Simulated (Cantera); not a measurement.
## Catalytic combustion on Pt

An isothermal plug-flow reactor at 850 K and 1.00 bar (inlet), inlet velocity 3.4 m/s, active area per volume 1200 1/m; feed 2.16 % CO, 7.96 % O2, 89.9 % N2.

Cantera simulation using Deutschmann's 1995 Pt surface mechanism with GRI-Mech 3.0 gas chemistry; the numbers are that mechanism's predictions, not measurements. Catalytic surfaces can have several steady states; this one follows from the mechanism file's or the stated starting coverage. Mass transfer to the wall is taken as infinitely fast.

```tsv
z (m)	x CO	x O2	x H2O	x CO2	θ free Pt	θ O*	θ CO*
8.8e-05	0.0195	0.0786	<1e-12	0.00216	0.229	0.0143	0.756
0.00016	0.0175	0.0777	<1e-12	0.00411	0.242	0.0161	0.742
0.00028	0.0137	0.0760	<1e-12	0.00796	0.277	0.0216	0.702
0.0005	0.00332	0.0711	<1e-12	0.0185	0.137	0.860	0.00347
0.00088	0.00199	0.0705	<1e-12	0.0198	0.0948	0.904	0.000955
0.0016	0.00105	0.0701	<1e-12	0.0208	0.0827	0.917	0.000379
0.0028	0.000436	0.0698	<1e-12	0.0214	0.0773	0.923	0.000136
0.005	0.000101	0.0696	<1e-12	0.0217	0.0748	0.925	2.94e-5
0.0088	8.76e-6	0.0696	<1e-12	0.0218	0.0741	0.926	2.51e-6
```
x: gas mole fraction; θ: surface coverage.
